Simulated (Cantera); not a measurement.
Gas mixture: N2O : NO : H2O = 0.57 : 0.4 : 0.19 (molar parts), at 0.240 bar, frozen composition.

Cantera's kinetic-theory transport with the Lennard-Jones parameters of GRI-Mech 3.0, ideal gas; thermal conductivity in the mixture-averaged form. Polar gases are described roughly by these parameters. The composition is frozen, though it would react at the higher temperatures.

D: mixture-averaged diffusion coefficient of that species in the mixture.

| T (K) | ρ (kg/m³) | cp (J/kg/K) | μ (µPa s) | λ (mW/m/K) | Pr | D (cm²/s) O | D (cm²/s) OH | D (cm²/s) CO2 |
|---|---|---|---|---|---|---|---|---|
| 400 | 0.252 | 1057 | 19.9 | 29.4 | 0.716 | 2.03 | 1.99 | 0.948 |
| 600 | 0.168 | 1161 | 27.8 | 45.0 | 0.716 | 4.11 | 4.03 | 1.99 |
| 800 | 0.126 | 1243 | 34.6 | 60.2 | 0.715 | 6.71 | 6.57 | 3.31 |
| 1000 | 0.101 | 1306 | ? | ? | 0.713 | ? | ? | ? |
| 1200 | 0.0840 | 1351 | 46.5 | 88.6 | 0.709 | 13.3 | 13.0 | 6.67 |
| 1400 | 0.0720 | 1388 | 51.8 | 102 | 0.706 | 17.1 | 16.8 | 8.67 |
| 1600 | 0.0630 | 1420 | 56.8 | 115 | 0.704 | 21.4 | 21.0 | 10.9 |
| 1800 | 0.0560 | 1446 | ? | ? | 0.702 | ? | ? | ? |

Fill in the missing entries.


- 1000, μ (µPa s): 40.8
- 1000, λ (mW/m/K): 74.7
- 1000, D (cm²/s) O: 9.77
- 1000, D (cm²/s) OH: 9.57
- 1000, D (cm²/s) CO2: 4.88
- 1800, μ (µPa s): 61.5
- 1800, λ (mW/m/K): 127
- 1800, D (cm²/s) O: 26.0
- 1800, D (cm²/s) OH: 25.5
- 1800, D (cm²/s) CO2: 13.2
